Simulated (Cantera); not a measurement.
A diamond (100) surface in a fixed gas of H2 with x(CH4) = 0.0028, x(H) = 0.012, at 975 K, 15000 Pa; coverages are run to steady state.

Cantera simulation using the Harris–Goodwin 1993 mechanism for the reconstructed diamond (100) surface; the numbers are that mechanism's predictions, not measurements.

One state of this run: growth (µm/h) = 0.566; θ c6HH = 0.619; θ c6H* = 0.0165; θ c6*H = 0.355; θ c6** = 0.00819; θ c6HM = 0.000404. θ: site fractions in the mechanism's names (c6HH fully hydrogenated, c6H* and c6*H radical sites, c6** diradical, c6HM methylated).

**Question.** Which value of x(CH3) does it belong to?
A. 1e-06
B. 6.5e-05
C. 0.00052
D. 8e-06

**Answer.** D, 8e-06
